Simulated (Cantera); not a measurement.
Cantera run:

```python
import numpy as np
import cantera as ct

gas_names = """
    Br Br2 N N2 Si SiBr SiBr2 SiBr3 SiBr4 SiN Si2 Si2N Si3
""".split()
cond_names = """
    Br2(cr) Br2(L) Si(cr) Si(L) Si3N4(a)
""".split()


# ... load() reads the species with a 1 bar reference pressure and builds the phases ...
atoms = {
    'Si': {'Si': 1},
    'Br2': {'Br': 2},
    'N2': {'N': 2},
}
top_T = {'Si3N4(a)': 2400}  # K; cautious upper limits of use, not melting points


# ... equilibrate(T, P, feed) seeds the gas with the atoms and calls Mixture.equilibrate('TP', solver="vcs", rtol=1e-11, max_steps=5000) ...
results = []
feed = {'Si': 1, 'Br2': 0.66, 'N2': 40}  # mol
T = 725  # K
P = 2500  # Pa
mix = equilibrate(T, P, feed)
results.append((T, P, feed, dict(zip(mix.species_names, mix.species_moles))))
print(gas.report(threshold=1e-05))
for i in range(1, mix.n_phases):
    print(f"{mix.phase(i).name:16s} {mix.phase_moles(i):12.5e} mol")
```

It prints:

```
       temperature   725 K
          pressure   2500 Pa
           density   0.012715 kg/m^3
  mean mol. weight   30.659 kg/kmol
   phase of matter   gas

                          1 kg             1 kmol
                     ---------------   ---------------
          enthalpy        3.1079e+05        9.5286e+06  J
   internal energy        1.1418e+05        3.5007e+06  J
           entropy            8190.3        2.5111e+05  J/K
    Gibbs function       -5.6272e+06       -1.7253e+08  J
 heat capacity c_p            1027.9             31514  J/K
 heat capacity c_v             756.7             23200  J/K

                      mass frac. Y      mole frac. X     chem. pot. / RT
                     ---------------   ---------------   ---------------
                N2           0.90616           0.99173           -27.803
             SiBr4          0.093836         0.0082741           -126.69
     [  +11 minor]         9.407e-08        2.7746e-08

Br2(L)            0.00000e+00 mol
Si(cr)            0.00000e+00 mol
Si3N4(a)          2.23333e-01 mol
```

Cantera equilibrium calculation (NASA polynomials, part measured and part estimated; ideal gas, pure solids and liquids). N2 is the only nitrogen source here; it is nearly inert below about 1500 K, so the nitride shown seldom forms there in practice.
